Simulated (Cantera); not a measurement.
A Cantera script and its output.

```python
import numpy as np
import cantera as ct

gas = ct.Solution("gri30.yaml")


def delay(T, t_max=10):
    gas.TPX = T, 100000, {'CH4': 1, 'O2': 2, 'N2': 7.52}
    reactor = ct.IdealGasReactor(gas, clone=False)
    net = ct.ReactorNet([reactor])
    net.rtol, net.atol = 1e-8, 1e-16
    while net.time < t_max:
        t_old, T_old = net.time, reactor.T
        net.step()
        if reactor.T > T + 400:  # ignition: a rise of 400 K
            return t_old + (T + 400 - T_old) / (reactor.T - T_old) * (net.time - t_old)
    return np.nan


taus = []
for T in [1300, 1375, 1450, 1525, 1600]:
    taus.append(delay(T))
    print(f"T0 = {T:6g} K   tau = {taus[-1]:.4e} s")

# d ln(tau) / d ln(k), from doubling and halving each rate constant
T, sens = 1300, []
for i in range(gas.n_reactions):
    gas.set_multiplier(2.0, i)
    up = delay(T)
    gas.set_multiplier(0.5, i)
    down = delay(T)
    gas.set_multiplier(1.0, i)
    sens.append((np.log(up / down) / np.log(4.0), gas.reaction(i).equation))
sens.sort(key=lambda x: -abs(x[0]))
print(f"sensitivities at {T} K")
for s, eq in sens[:10]:
    print(f"{s:8.3f}  {eq}")
```

Result:

```
T0 =   1300 K   tau = 1.1165e-02 s
T0 =   1375 K   tau = 4.3879e-03 s
T0 =   1450 K   tau = 1.8700e-03 s
T0 =   1525 K   tau = 8.6970e-04 s
T0 =   1600 K   tau = 4.4204e-04 s
sensitivities at 1300 K
   0.531  2 CH3 (+M) <=> C2H6 (+M)
  -0.421  CH3 + O2 <=> CH3O + O
  -0.344  CH3 + O2 <=> CH2O + OH
  -0.273  H + O2 <=> O + OH
   0.250  CH4 + H <=> CH3 + H2
  -0.240  CH2O + O2 <=> HCO + HO2
  -0.196  CH3 + HO2 <=> CH3O + OH
  -0.174  CH2O + CH3 <=> CH4 + HCO
  -0.144  CH3O + O2 <=> CH2O + HO2
   0.124  CH2O + H (+M) <=> CH3O (+M)
```

Computed with Cantera and GRI-Mech 3.0 (53 species, 325 reactions).
